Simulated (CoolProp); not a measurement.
A single-stage vapour-compression cycle with the fluid: evaporating at 287.15 K (dew point), condensing at 343.15 K (bubble point), superheat 5 K, subcooling 2 K, compressor efficiency 0.9, no pressure losses. The same conditions are run with several fluids, on thermodynamics alone (safety and materials aside).

Computed with CoolProp (reference Helmholtz-energy equation of state of each fluid (R1336mzz(Z): McLinden 2020; cyclopentane: Gedanitz 2015; R1233zd(E): Akasaka 2022; R365MFC: Lemmon 2016; fluoroethane (R161): Wu 2012; n-perfluorobutane: Gao 2022)).

Q: Rank R1336mzz(Z), cyclopentane, R1233zd(E), R365MFC, fluoroethane (R161), n-perfluorobutane by cooling COP, highest first.

A: cyclopentane (3.93), R1233zd(E) (3.63), R365MFC (3.51), R1336mzz(Z) (3.47), fluoroethane (R161) (3.29), n-perfluorobutane (2.20)

| fluid | pressure ratio | discharge temperature (K) | refrigerating effect (kJ/kg) | volumetric capacity (kJ/m³) |
|---|---|---|---|---|
| R1336mzz(Z) | 6.99 | 343.1 | 110 | 358 |
| cyclopentane | 7.10 | 357.3 | 318 | 250 |
| R1233zd(E) | 5.92 | 346.4 | 134 | 645 |
| R365MFC | 7.45 | 343.2 | 129 | 286 |
| fluoroethane (R161) | 3.96 | 369.2 | 234 | 3570 |
| n-perfluorobutane | 4.97 | 343.1 | 32.7 | 637 |

The compression ends wet for: R1336mzz(Z); R365MFC; n-perfluorobutane.
